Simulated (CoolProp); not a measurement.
Properties of water along the isobar 1.01 bar.

Computed with CoolProp (reference Helmholtz-energy equation of state, Wagner 2002).

```tsv
T (°C)	phase	speed of sound (m/s)	expansivity (1/kK)	conductivity (mW/(m K))	fugacity coefficient
156.25	gas	508.5	2.411	29.4	0.9922
168.05	gas	515.5	2.336	30.5	0.9931
179.75	gas	522.2	2.267	31.5	0.9938
191.45	gas	528.9	2.203	32.6	0.9944
203.25	gas	535.5	2.143	33.7	0.9950
214.95	gas	541.9	2.087	34.9	0.9955
226.75	gas	548.2	2.034	36.0	0.9959
238.45	gas	554.5	1.984	37.2	0.9962
250.15	gas	560.6	1.937	38.4	0.9966
261.95	gas	566.6	1.892	39.6	0.9968
273.65	gas	572.6	1.850	40.8	0.9971
285.35	gas	578.4	1.809	42.0	0.9973
```

Thermal conductivity comes from a separate model (Huber 2012).
